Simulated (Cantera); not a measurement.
A perfectly stirred reactor is fed with NH₃ : N₂ = 1 : 3.4 (molar parts), at 0.987 atm; it is held at 1225 K, and followed from long to short residence time.

Cantera simulation using the gas-phase N/H chemistry of the illustrative SiF4/NH3 mechanism in the Surface Chemkin manual (1991); the numbers are that mechanism's predictions, not measurements. Walls and surfaces, which speed up NH3 decomposition in real reactors, are not modelled.

Problem. What does this change do: temperature 1225 to 2225 K?

Solution. 
```json
[
 {"quantity": "x(NH₃) at τ = 0.560 s", "before": "0.227", "after": "0.00148"},
 {"quantity": "x(N₂H₄) at τ = 0.560 s", "before": "2.82e-8", "after": "1.42e-10"},
 {"quantity": "x(N) at τ = 0.560 s", "before": "<1e-12", "after": "3.87e-6"},
 {"quantity": "x(N₂H₂) at τ = 0.560 s", "before": "8.76e-9", "after": "1.27e-8"},
 {"quantity": "x(NH) at τ = 0.560 s", "before": "7.32e-10", "after": "8.14e-6"},
 {"quantity": "x(NH₃) at τ = 7.80 ms", "before": "0.227", "after": "0.0805"},
 {"quantity": "x(N₂H₄) at τ = 7.80 ms", "before": "1.74e-11", "after": "3.50e-8"},
 {"quantity": "x(N) at τ = 7.80 ms", "before": "<1e-12", "after": "3.92e-6"},
 {"quantity": "x(N₂H₂) at τ = 7.80 ms", "before": "4.90e-12", "after": "1.00e-6"},
 {"quantity": "x(NH) at τ = 7.80 ms", "before": "<1e-12", "after": "3.22e-5"}
]
```
